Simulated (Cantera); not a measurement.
Mixture: CH4 : O2 : N2 = 1 : 1.33 : 5.01 (molar parts), equivalence ratio 1.5, at 1.00 atm, adiabatic and at constant pressure. Ignition delay is the time to a rise of 400 K.

Model: GRI-Mech 3.0 (53 species, 325 reactions), integrated in Cantera.

Q: Predict: delay at 1050 K; delay at 1150 K; delay at 1250 K; delay at 1350 K; delay at 1450 K; delay at 1550 K; delay at 1650 K; apparent activation energy between 1450 and 1650 K.

A: 
```
Item                                                    Result
--------------------------------------------------  ----------
delay at 1050 K                                        0.582 s
delay at 1150 K                                        0.119 s
delay at 1250 K                                        28.3 ms
delay at 1350 K                                        7.71 ms
delay at 1450 K                                        2.37 ms
delay at 1550 K                                       0.835 ms
delay at 1650 K                                       0.342 ms
apparent activation energy between 1450 and 1650 K  190 kJ/mol
```
